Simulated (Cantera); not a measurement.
Charge: 1 mol C2H5OH, 1.9 mol O2, 29 mol N2, held at 875 K and 1.00 Torr.

Method: chemical equilibrium by Gibbs-energy minimisation in Cantera with the NASA 1993 tables (ideal gas, pure condensed phases). Candidate condensed phases: C, C6H6, C7H8, C8H18, H2O; 136 gas species. Rates play no part.

Problem. What is the equilibrium state?

Solution. 
```json
{
 "x(N2)": "0.853",
 "x(H2)": "0.0470",
 "x(H2O)": "0.0413",
 "x(CO2)": "0.0411",
 "x(CO)": "0.0177",
 "gas_amount": "34.00 mol",
 "log10 activity of C(graphite) (absent)": "-3.96"
}
```
